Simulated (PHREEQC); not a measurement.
Solution (37 °C): 0.021 mol/kgw NaH2PO4 and 0.0044 mol/kgw K2HPO4. It is in equilibrium with CO2 at log p = -3.4 (atm). Otherwise closed; pH follows from the charge balance.

The numbers come from PHREEQC with the ion-association model, wateq4f.dat.

```tsv
quantity	before	after
pH	6.26	6.87
ionic strength (mol/kgw)	0.0339	0.0850
H2PO4- (mol/kgw)	0.0210	0.0210
NaHPO4- (mol/kgw)	8.78e-5	0.000326
KHPO4- (mol/kgw)	3.65e-5	0.000669
SI of Nahcolite (NaHCO3)	-6.35	-5.78
SI of Natron (Na2CO3:10H2O)	-11.66	-10.53
```

### Question
Which change was made?
(A) K2HPO4 from 0.0044 to 0.022 mol/kgw
(B) temperature from 37 to 30 °C
(C) NaH2PO4 from 0.021 to 0.0105 mol/kgw
(D) NaH2PO4 from 0.021 to 0.21 mol/kgw

### Answer
A, K2HPO4 from 0.0044 to 0.022 mol/kgw

No solid was allowed to form. H3PO4, which wateq4f.dat lacks, is added to it with the constant of phreeqc.dat. At this temperature some constants are extrapolated from 25 °C, and those without enthalpy data are left unchanged.
